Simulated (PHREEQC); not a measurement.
A solution holds 0.054 mol/kgw NaNO3, at 25 °C. Closed to the air; pH follows from the charge balance.

Computed with PHREEQC (ion-association model, phreeqc.dat).

```
Property                       Value
--------------------  --------------
ionic strength        0.0540 mol/kgw
specific conductance      5680 µS/cm
density                  1.000 g/cm³
```

```json
[
 {"species": "NO3-", "molality": "0.0540", "activity": "0.0432", "log γ": "-0.096"},
 {"species": "Na+", "molality": "0.0540", "activity": "0.0443", "log γ": "-0.086"},
 {"species": "OH-", "molality": "1.21e-7", "activity": "9.79e-8", "log γ": "-0.094"},
 {"species": "H+", "molality": "1.21e-7", "activity": "1.03e-7", "log γ": "-0.070"}
]
```

This is a speciation only: nothing precipitates in the calculation. Complexes and solids missing from the database can't appear.
